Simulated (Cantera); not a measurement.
## Equilibrium for oxide etching and cleaning by halides: Fe2O3 + Cl2

Charge: 1 mol Fe2O3, 2.1 mol Cl2, equilibrated at 1400 K and 34.0 Pa.

Equilibrium computed with Cantera from the NASA thermochemical tables; the gas is ideal and each condensed phase is pure. Candidate condensed phases: Fe, FeCl2, FeCl3, FeO, Fe2O3, Fe3O4; 13 gas species. The numbers say what is thermodynamically allowed, not how fast it happens.

```
Item                                      Value
-----------------------------------  ----------
x(FeCl2)                                  0.478
x(O2)                                     0.367
x(Cl)                                     0.142
x(Cl2)                                  0.00848
x(FeCl3)                                0.00515
x(ClO)                                  4.46e-5
x(O)                                    3.11e-5
x(Fe2Cl4)                               6.81e-6
n(Fe3O4(s))                          0.0683 mol
gas amount                            3.718 mol
log10 activity of FeCl2(l) (absent)       -4.10
log10 activity of Fe(γ) (absent)          -5.74
```
